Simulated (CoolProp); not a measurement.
R124 at 298.15 K and 0.0334 MPa is compressed adiabatically to 0.0739 MPa with isentropic efficiency 0.85. Each further row changes one setting.

Values from CoolProp's reference Helmholtz-energy equation of state, de Vries 1995.

```json
[
 {"case": "as stated", "work (kJ/kg)": "(withheld)", "final temperature (K)": "(withheld)", "final density (kg/m³)": "3.82"},
 {"case": "efficiency 1", "work (kJ/kg)": "14.7", "final temperature (K)": "(withheld)", "final density (kg/m³)": "3.86"},
 {"case": "efficiency 0.65", "work (kJ/kg)": "22.7", "final temperature (K)": "329.0", "final density (kg/m³)": "(withheld)"}
]
```

Problem. Complete the blanks.

Solution. 
- as stated, work (kJ/kg): 17.4
- as stated, final temperature (K): 322.1
- efficiency 1, final temperature (K): 318.7
- efficiency 0.65, final density (kg/m³): 3.74
